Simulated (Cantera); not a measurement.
A closed system holds: 1 mol SiCl4, 1.7 mol Cl2, 6.1 mol H2, held at 400 °C and 75.0 Torr.

Method: chemical equilibrium by Gibbs-energy minimisation in Cantera with the NASA 1993 tables (ideal gas, pure condensed phases). Candidate condensed phases: Si; 19 gas species. Equilibrium is a limit: real reactors are often held back by kinetics, nucleation or transport.

Task: What is the equilibrium state?

Result: 
```
Quantity                              Value
--------------------------------  ---------
x(H2)                                 0.500
x(HCl)                                0.386
x(SiCl4)                              0.114
x(SiHCl3)                           1.86e-5
gas amount                        8.800 mol
log10 activity of Si(s) (absent)     -12.79
```
